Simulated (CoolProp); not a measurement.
Vapour-liquid equilibrium of R125 (1) + R134a (2) at 292.2 K; x and y are mole fractions of (1).

The numbers come from the multi-fluid Helmholtz-energy mixture model, Lemmon 2005 and Tillner-Roth 1994; pair parameters Lemmon 2004 in CoolProp.

```
x     bubble pressure, mixture model (MPa)  bubble pressure, Raoult's law (MPa)  y, mixture model  y, Raoult's law
----  ------------------------------------  -----------------------------------  ----------------  ---------------
0.05                                0.5870                               0.5861             0.093            0.100
0.15                                0.6501                               0.6480             0.253            0.272
0.25                                0.7122                               0.7099             0.386            0.414
0.35                                0.7737                               0.7718             0.500            0.533
0.45                                0.8348                               0.8337             0.598            0.634
0.55                                0.8957                               0.8957             0.686            0.721
0.65                                0.9566                               0.9576             0.765            0.797
0.75                                 1.018                                1.020             0.838            0.864
0.85                                 1.080                                1.081             0.905            0.923
0.95                                 1.142                                1.143             0.969            0.976
```

The largest gap from Raoult's law is +0.3 % in bubble pressure, at x = 0.25. No azeotrope shows between x = 0.05 and 0.95.

The pair parameters rest on a limited set of measurements; away from them the model extrapolates.
